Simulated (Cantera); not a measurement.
Input: 1 mol HBr, 0.02 mol O₂, 0.82 mol H₂, held at 1000 Pa.

Method: chemical equilibrium by Gibbs-energy minimisation in Cantera with the NASA 1993 tables (ideal gas, pure condensed phases). Candidate condensed phases: Br₂, H₂O; 12 gas species. Equilibrium is a limit: real reactors are often held back by kinetics, nucleation or transport. All values below are at 1975 K.

Base state: H₂ 0.470, HBr 0.331, Br 0.169, H₂O 0.0200, H 0.00938, Br₂ 6.71e-5, OH 3.80e-5 (mole fractions); condensed: gas only.

Question: What changes in the equilibrium state with this change: HBr replaced by H₂O?

Answer: 
| species | before | after |
|---|---|---|
| H₂O | 0.0200 | 0.567 |
| H₂ | 0.470 | 0.423 |
| H | 0.00938 | 0.00889 |
| HBr | 0.331 | 0 |
| Br | 0.169 | 0 |
| Br₂ | 6.71e-5 | 0 |
| O₂ | 1.02e-8 | 1.02e-5 |
| O | 5.58e-7 | 1.76e-5 |
